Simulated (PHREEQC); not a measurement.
Solution A (0.018 mol MnSO4, 0.00024 mol CuCl2, 0.022 mol H2SO4 and 0.0015 mol Na2SO4 per kg of water) is mixed with solution B (0.0046 mol/kgw MgBr2) at 25 °C; shares are by mass of water, 1 kg in all. The system is closed to oxygen. No CO2 enters from the air. The run lets Brucite, Pyrochroite, Cu(OH)2, Brochantite, Antlerite, Atacamite, Halite, Mirabilite, Epsomite, Chalcanthite precipitate or redissolve, and no other solid.

The series has 21 steps of share of solution B, from 0 to 1.

Model: ion-association model, wateq4f.dat, run in PHREEQC.

**Question.** Between which two steps does the pH jump most, and from what to what?

**Answer.** Between share of solution B = 0.95 and 1: from 2.74 to 6.84.

Species that the database lacks are ignored.
